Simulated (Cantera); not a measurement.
Input: 1 mol Si2Cl6, 0.021 mol Cl2, 360 mol H2, held at 0.0600 bar.

Equilibrium computed with Cantera from the NASA thermochemical tables; the gas is ideal and each condensed phase is pure. Candidate condensed phases: Si; 19 gas species. The feed counts by its element totals alone. Gases not in the tables: Si2H6 and higher silanes. Equilibrium is a limit: real reactors are often held back by kinetics, nucleation or transport.

Question: What share of the Si ends up in condensed phases as a function of T (K), at 973, 1073, 1173, 1273, 1373, 1473, 1573, 1673, 1773?

Answer: 
| T (K) | Si condensed (%) | as |
|---|---|---|
| 973 | 47.3 | Si(s) |
| 1073 | 71.7 | Si(s) |
| 1173 | 85.1 | Si(s) |
| 1273 | 87.5 | Si(s) |
| 1373 | 87.2 | Si(s) |
| 1473 | 86.4 | Si(s) |
| 1573 | 85.6 | Si(s) |
| 1673 | 84.5 | Si(s) |
| 1773 | 84.9 | Si(l) |
